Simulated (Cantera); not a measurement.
Charge: 1 mol B2H6, 0.17 mol O2, 25 mol N2, held at 2075 K and 133 Pa.

Equilibrium computed with Cantera from the NASA thermochemical tables; the gas is ideal and each condensed phase is pure. Candidate condensed phases: B, BN, B2O3, B3O3H3, H2O; 39 gas species. The feed counts by its element totals alone. The tables' values for BH2 are old estimates; treat these amounts as uncertain. Rates play no part.

Base state: N2 0.870, H2 0.0953, H 0.0225, BO 0.00895, HBO 0.00280, B2O2 0.000201, B 0.000182, B2O 8.64e-5 (mole fractions); condensed: BN(s).

Question: What changes in the equilibrium state with this change: temperature from 2075 K to 1048 K?

Answer: 
```tsv
species	before	after
N2	0.870	0.889
H2	0.0953	0.111
H2O	8.43e-8	0.000111
H	0.0225	7.03e-8
HBO2	3.47e-7	1.97e-5
BO	0.00895	<1e-9
B2O2	0.000201	<1e-9
B	0.000182	<1e-9
B2O	8.64e-5	<1e-9
BN(s), mol	1.65	1.78
B2O3(l), mol	0	0.112
```
N2 is the only nitrogen source here; it is nearly inert below about 1500 K, so the nitride shown seldom forms there in practice. Mutual solubility and eutectic melting of coexisting phases are not modelled.

Question: What changes in the equilibrium state with this change: temperature from 2075 K to 998 K?

Answer: 
| species | before | after |
|---|---|---|
| N2 | 0.870 | 0.889 |
| H2 | 0.0953 | 0.111 |
| H2O | 8.43e-8 | 0.000114 |
| H | 0.0225 | 1.96e-8 |
| HBO | 0.00280 | 3.50e-8 |
| BO | 0.00895 | <1e-9 |
| B2O2 | 0.000201 | <1e-9 |
| BN(s), mol | 1.65 | 1.78 |
| B2O3(l), mol | 0 | 0.112 |
N2 is the only nitrogen source here; it is nearly inert below about 1500 K, so the nitride shown seldom forms there in practice.
